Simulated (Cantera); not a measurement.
A Cantera script and its output.

```python
import numpy as np
import cantera as ct

gas = ct.Solution("gri30.yaml", transport_model="mixture-averaged")
show = ['CH3', 'CO2', 'C2H2']

rows = []
print(f"{'T/K':>7s}{'rho':>11s}{'cp':>10s}{'mu':>11s}{'lambda':>11s}{'Pr':>7s}" + "".join(f"{'D_' + s:>11s}" for s in show))
for T in [400, 550, 700, 850, 1000, 1150, 1300]:
    gas.TPX = T, 100000, {'CO2': 0.063, 'CH4': 0.33, 'C2H6': 0.65}
    Pr = gas.cp_mass * gas.viscosity / gas.thermal_conductivity
    D = [gas.mix_diff_coeffs_mole[gas.species_index(s)] for s in show]
    rows.append([gas.density, gas.cp_mass, gas.viscosity, gas.thermal_conductivity, Pr, *D])
    print(f"{T:7g}{gas.density:11.4e}{gas.cp_mass:10.1f}{gas.viscosity:11.4e}"
          f"{gas.thermal_conductivity:11.4e}{Pr:7.3f}" + "".join(f"{d:11.4e}" for d in D))
print("SI units: kg/m3, J/kg/K, Pa s, W/m/K, m2/s")
```

Result:

```
    T/K        rho        cp         mu     lambda     Pr      D_CH3      D_CO2     D_C2H2
    400 7.9602e-01    2112.2 1.3391e-05 3.9002e-02  0.725 3.0484e-05 2.1487e-05 2.2709e-05
    550 5.7892e-01    2669.1 1.7491e-05 6.3578e-02  0.734 5.3918e-05 3.8626e-05 4.0622e-05
    700 4.5487e-01    3155.7 2.1110e-05 8.9979e-02  0.740 8.2175e-05 5.9459e-05 6.2335e-05
    850 3.7460e-01    3544.4 2.4385e-05 1.1669e-01  0.741 1.1479e-04 8.3599e-05 8.7460e-05
   1000 3.1841e-01    3891.8 2.7402e-05 1.4304e-01  0.746 1.5142e-04 1.1077e-04 1.1572e-04
   1150 2.7688e-01    4168.6 3.0218e-05 1.6874e-01  0.747 1.9182e-04 1.4077e-04 1.4691e-04
   1300 2.4493e-01    4400.0 3.2873e-05 1.9363e-01  0.747 2.3581e-04 1.7344e-04 1.8087e-04
SI units: kg/m3, J/kg/K, Pa s, W/m/K, m2/s
```

Detailed kinetics in Cantera: GRI-Mech 3.0 (53 species, 325 reactions). The composition is frozen, though it would react at the higher temperatures.
